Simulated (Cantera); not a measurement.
A perfectly stirred reactor is fed with H2 : O2 : N2 = 0.8 : 1 : 11 (molar parts), equivalence ratio 0.40, at 45000 Pa; it is held at 1173 K, and followed from long to short residence time.

Detailed kinetics in Cantera: the H2/O2 subset of GRI-Mech 3.0, which has no nitrogen chemistry. The temperature is held fixed by assumption; the heat of reaction is taken as removed at once.

x: mole fraction; the columns are a selection and need not sum to one.

| τ (s) | x H2 | x O2 | x H2O2 | x HO2 | x OH | x O | x H2O |
|---|---|---|---|---|---|---|---|
| 0.51 | 0.000139 | 0.0484 | 3.68e-7 | 3.43e-6 | 0.000113 | 3.86e-5 | 0.0643 |
| 0.24 | 0.000227 | 0.0484 | 4.95e-7 | 4.74e-6 | 0.000147 | 6.44e-5 | 0.0642 |
| 0.11 | [?] | 0.0485 | [?] | [?] | [?] | [?] | 0.0640 |
| 0.054 | [?] | 0.0485 | [?] | [?] | [?] | [?] | 0.0637 |
| 0.026 | 0.000897 | 0.0486 | 9.91e-7 | 9.32e-6 | 0.000325 | 0.000276 | 0.0633 |
| 0.012 | 0.00142 | 0.0488 | 1.18e-6 | 1.08e-5 | 0.000433 | 0.000447 | 0.0626 |
| 0.0058 | 0.00216 | 0.0490 | 1.34e-6 | 1.20e-5 | 0.000569 | 0.000690 | 0.0616 |
| 0.0027 | 0.00333 | 0.0495 | 1.48e-6 | 1.30e-5 | 0.000753 | 0.00107 | 0.0599 |
| 0.0013 | 0.00502 | 0.0502 | 1.56e-6 | 1.38e-5 | 0.000973 | 0.00158 | 0.0573 |
| 0.00062 | 0.00755 | 0.0515 | 1.58e-6 | 1.43e-5 | 0.00123 | 0.00226 | 0.0534 |

### Question
Fill in the missing entries.

### Answer

- 0.11, x H2: 0.000371
- 0.11, x H2O2: 6.52e-7
- 0.11, x HO2: 6.29e-6
- 0.11, x OH: 0.000192
- 0.11, x O: 0.000109
- 0.054, x H2: 0.000577
- 0.054, x H2O2: 8.14e-7
- 0.054, x HO2: 7.80e-6
- 0.054, x OH: 0.000248
- 0.054, x O: 0.000173
